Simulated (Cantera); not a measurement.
Input: 1 mol Si3N4, 0.38 mol O2, at 31.0 mbar.

Method: chemical equilibrium by Gibbs-energy minimisation in Cantera with the NASA 1993 tables (ideal gas, pure condensed phases). Candidate condensed phases: Si, SiO2, Si2N2O, Si3N4; 16 gas species. Mutual solubility and eutectic melting of coexisting phases are not modelled. The tables' values for SiN are old estimates; treat these amounts as uncertain. The numbers say what is thermodynamically allowed, not how fast it happens.

x: gas mole fraction; n: condensed amount in mol.

```csv
T (K),x N2,x SiO,x Si,x Si2N,x SiN,x Si2,x Si3,n Si2N2O(s),n Si3N4(s),n Si(l)
800,1.00,<1e-12,<1e-12,<1e-12,<1e-12,<1e-12,<1e-12,0.760,0.493,0
900,1.00,<1e-12,<1e-12,<1e-12,<1e-12,<1e-12,<1e-12,0.760,0.493,0
1000,1.00,<1e-12,<1e-12,<1e-12,<1e-12,<1e-12,<1e-12,0.760,0.493,0
1100,1.00,<1e-12,<1e-12,<1e-12,<1e-12,<1e-12,<1e-12,0.760,0.493,0
1200,1.00,2.84e-11,<1e-12,<1e-12,<1e-12,<1e-12,<1e-12,0.760,0.493,0
1300,1.00,2.53e-9,<1e-12,<1e-12,<1e-12,<1e-12,<1e-12,0.760,0.493,0
1400,1.00,1.17e-7,8.62e-11,<1e-12,3.08e-11,<1e-12,<1e-12,0.760,0.493,0
1500,1.000,3.22e-6,4.51e-9,(withheld),1.02e-9,<1e-12,<1e-12,0.760,0.493,0
1600,1.000,5.78e-5,1.43e-7,(withheld),2.16e-8,1.61e-11,<1e-12,0.760,0.493,0
1700,0.999,0.000733,2.98e-6,(withheld),3.18e-7,1.78e-9,6.13e-11,0.760,0.493,0
1800,0.993,0.00697,4.45e-5,(withheld),3.46e-6,1.17e-7,1.21e-8,0.758,0.494,0
1900,0.933,0.0670,0.000407,(withheld),2.32e-5,3.27e-6,7.37e-7,0.664,0,1.58
2000,0.723,0.275,0.00140,(withheld),5.48e-5,1.46e-5,3.12e-6,0,0,2.24
2100,0.721,0.274,0.00430,(withheld),0.000133,5.61e-5,1.15e-5,0,0,2.23
```

Some entries are withheld; supply them.


- 1500, x Si2N: 2.03e-11
- 1600, x Si2N: 1.64e-9
- 1700, x Si2N: 7.83e-8
- 1800, x Si2N: 2.41e-6
- 1900, x Si2N: 3.35e-5
- 2000, x Si2N: 7.19e-5
- 2100, x Si2N: 0.000160
